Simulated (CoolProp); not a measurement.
Vapour-liquid equilibrium of R125 (1) + propane (2) at 14.05 °C; x and y are mole fractions of (1).

The numbers come from the multi-fluid Helmholtz-energy mixture model, Lemmon 2005 and Lemmon 2009; pair parameters Bell 2016 in CoolProp.

**Question.** Give the bubble pressure and the first vapour's composition at x = 0.425, 0.65, 0.725. Is there an azeotrope?

**Answer.** x = 0.425: 1.191 MPa, y = 0.531; x = 0.65: 1.223 MPa, y = 0.641; x = 0.725: 1.215 MPa, y = 0.686. y crosses x between x = 0.575 and 0.65: the model has an azeotrope there.

The pair parameters rest on a limited set of measurements; away from them the model extrapolates.
